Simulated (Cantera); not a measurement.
A perfectly stirred reactor is fed with CH₄ : H₂ : CO₂ = 0.017 : 1 : 0.014 (molar parts), at 0.0132 atm; it is held at 2100 K, and followed from long to short residence time.

Detailed kinetics in Cantera: GRI-Mech 3.0 (53 species, 325 reactions). Radical loss at walls, strong at low pressure, is not modelled.

**Question.** Predict: x(CH₄) at τ = 1.80 s; x(H₂) at τ = 1.80 s; x(CO₂) at τ = 1.80 s; x(HCO) at τ = 1.80 s; x(CH₂CO) at τ = 1.80 s; x(CH₄) at τ = 0.100 s; x(H₂) at τ = 0.100 s; x(CO₂) at τ = 0.100 s; x(HCO) at τ = 0.100 s; x(CH₂CO) at τ = 0.100 s.

**Answer.** 
```json
{
  "x(CH₄) at τ = 1.80 s": "0.000524",
  "x(H₂) at τ = 1.80 s": "0.952",
  "x(CO₂) at τ = 1.80 s": "3.79e-5",
  "x(HCO) at τ = 1.80 s": "6.47e-9",
  "x(CH₂CO) at τ = 1.80 s": "1.03e-7",
  "x(CH₄) at τ = 0.100 s": "0.00375",
  "x(H₂) at τ = 0.100 s": "0.954",
  "x(CO₂) at τ = 0.100 s": "0.000515",
  "x(HCO) at τ = 0.100 s": "2.48e-8",
  "x(CH₂CO) at τ = 0.100 s": "3.63e-7"
}
```
